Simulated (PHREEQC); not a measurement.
## Metal-bearing waste water: an equilibrium model

Dissolve 0.24 mol NiSO4, 0.00014 mol ZnCl2, 0.00027 mol NaF and 0.023 mol Na2SO4 per kg of water at 20 °C. Closed to the air; pH follows from the charge balance.

The numbers come from PHREEQC with the ion-association model, wateq4f.dat.

Precipitation was switched off in this run.

What pH, activity of water does the model give?

pH 6.04; activity of water 0.993.

In which forms is S present?

NiSO4 51 %, SO4-2 47 %, NaSO4- 2.0 %, Ni(SO4)2-2 0.6 % of the S.

Examples of supersaturated solids here: Ni(OH)2. Others may be too.
